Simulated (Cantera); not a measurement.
An isothermal, constant-pressure homogeneous reactor starts with 2.17 % H₂, 60.4 % O₂, 37.4 % N₂, equivalence ratio 0.018, at 1175 K and 10.00 Torr.

Model: the H2/O2 subset of GRI-Mech 3.0, which has no nitrogen chemistry, integrated in Cantera. Radical loss at walls, strong at low pressure, is not modelled.

x: mole fraction; the columns are a selection and need not sum to one.

```
t (s)         x H₂   x O₂     x H₂O    x H₂O₂       x H       x O  x HO₂
--------  --------  -----  --------  --------  --------  --------  -----
0.000200    0.0217  0.604  4.37e-10    <1e-12  8.42e-10   1.08e-9    [?]
0.000920    0.0217  0.604   3.06e-8  4.41e-12   1.02e-8   2.72e-8    [?]
0.00423     0.0206  0.603  0.000862   4.40e-9  0.000231  0.000626    [?]
0.0194    0.000246  0.588    0.0197   3.66e-8   0.00225    0.0134    [?]
0.0894    0.000123  0.594    0.0209   3.67e-8  0.000757   0.00644    [?]
0.411      1.88e-5  0.599    0.0217   2.60e-8   4.42e-5  0.000967    [?]
1.89       1.33e-6  0.599    0.0219   8.06e-9   8.46e-7   6.90e-5    [?]
8.70       1.12e-7  0.599    0.0220   1.43e-9   2.12e-8   5.89e-6    [?]
40.0       1.45e-8  0.600    0.0220  2.45e-10  9.98e-10   7.69e-7    [?]
```

### Question
What belongs in the gaps?

### Answer

- 0.000200, x HO₂: 1.49e-9
- 0.000920, x HO₂: 6.95e-9
- 0.00423, x HO₂: 1.39e-6
- 0.0194, x HO₂: 1.62e-6
- 0.0894, x HO₂: 1.28e-6
- 0.411, x HO₂: 5.36e-7
- 1.89, x HO₂: 9.20e-8
- 8.70, x HO₂: 1.17e-8
- 40.0, x HO₂: 2.87e-9
